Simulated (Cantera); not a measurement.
An isothermal, constant-pressure homogeneous reactor starts with N₂O : H₂O = 1 : 0.068 (molar parts), at 1623 K and 20.0 Torr. Integrator tolerance rtol = 1e-08.

Model: GRI-Mech 3.0 (53 species, 325 reactions), integrated in Cantera. GRI-Mech 3.0 was tuned for natural gas; its chemistry of N2O as a main component is partial and can be far from experiment. Radical loss at walls, strong at low pressure, is not modelled. The temperature is held fixed by assumption; the heat of reaction is taken as removed at once.

Problem. What does this change do: temperature 1623 to 1323 K?

Solution. 
| quantity | before | after |
|---|---|---|
| x(N₂O) at 6.00 s | 4.80e-6 (gas-phase equilibrium 2.06e-8) | 0.256 (gas-phase equilibrium 4.92e-9) |
| x(H₂O) at 6.00 s | 0.0432 (gas-phase equilibrium 0.0432) | 0.0489 (gas-phase equilibrium 0.0434) |
| x(HO₂) at 6.00 s | 1.30e-7 (gas-phase equilibrium 1.58e-7) | 2.45e-7 (gas-phase equilibrium 1.69e-8) |
| x(NO₂) at 6.00 s | 9.78e-5 (gas-phase equilibrium 1.80e-6) | 0.000309 (gas-phase equilibrium 1.01e-6) |
| x(O) at 6.00 s | 5.84e-5 (gas-phase equilibrium 6.60e-5) | 9.94e-6 (gas-phase equilibrium 9.26e-7) |
| x(NO) at 6.00 s | 0.148 (gas-phase equilibrium 0.00237) | 0.0593 (gas-phase equilibrium 0.000511) |
| x(H₂O₂) at 6.00 s | 1.41e-9 (gas-phase equilibrium 1.60e-9) | 2.46e-9 (gas-phase equilibrium 2.61e-10) |
The mechanism lacks the step 2 NO + O2 → 2 NO2, which can matter for NO2 below about 1400 K.
